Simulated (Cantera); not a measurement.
## Ignition delay

Mixture: CH₄ : O₂ : N₂ = 1 : 1.82 : 6.84 (molar parts), at 5.00 bar, adiabatic and at constant volume. Ignition delay is the time to a rise of 400 K.

Detailed kinetics in Cantera: GRI-Mech 3.0 (53 species, 325 reactions).

| T0 (K) | delay (ms) |
|---|---|
| 1100 | 39.3 |
| 1200 | 9.99 |
| 1300 | 2.88 |
| 1400 | 0.923 |
| 1500 | 0.326 |
| 1600 | 0.127 |
| 1700 | 0.0546 |

* **apparent activation energy between 1500 and 1700 K**: 190 kJ/mol
